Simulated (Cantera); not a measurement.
An isothermal, constant-pressure homogeneous reactor starts with CH3OH : O2 : N2 = 0.018 : 0.0065 : 1 (molar parts), at 1248 K and 1.20 bar.

Cantera simulation using GRI-Mech 3.0 (53 species, 325 reactions); the numbers are that mechanism's predictions, not measurements. GRI-Mech 3.0 was tuned for natural gas; its chemistry of methanol as a main component is partial and can be far from experiment.

Question: Predict: x(O2) at 2.00 s; x(H) at 2.00 s; x(H2) at 2.00 s; x(CH3) at 2.00 s; x(C2H2) at 2.00 s.

Answer: 
| Property | Value |
|---|---|
| x(O2) at 2.00 s | 1.54e-9 (gas-phase equilibrium <1e-12) |
| x(H) at 2.00 s | 1.34e-7 (gas-phase equilibrium 6.79e-8) |
| x(H2) at 2.00 s | 0.0232 (gas-phase equilibrium 0.0251) |
| x(CH3) at 2.00 s | 1.51e-9 (gas-phase equilibrium <1e-12) |
| x(C2H2) at 2.00 s | 8.51e-8 (gas-phase equilibrium <1e-12) |
